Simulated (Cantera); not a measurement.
Input: 1 mol Si, 3.8 mol HCl, 6.8 mol H₂, at 0.100 bar.

Equilibrium computed with Cantera from the NASA thermochemical tables; the gas is ideal and each condensed phase is pure. Candidate condensed phases: Si; 19 gas species. The numbers say what is thermodynamically allowed, not how fast it happens.

Q: Which condensed phases are stable at each of these points (T (K)): 623, 773, 923, 1073, 1223, 1373, 1523?

A: 
```
T (K)  condensed phases  Si condensed (%)
-----  ----------------  ----------------
623            gas only               0.0
773            gas only               0.0
923               Si(s)               0.4
1073              Si(s)               5.1
1223              Si(s)               8.6
1373              Si(s)               2.4
1523           gas only               0.0
```

From 623 K to 773 K nothing is condensed. From 923 K to 1373 K the condensed part is Si(s). At 1523 K nothing is condensed.
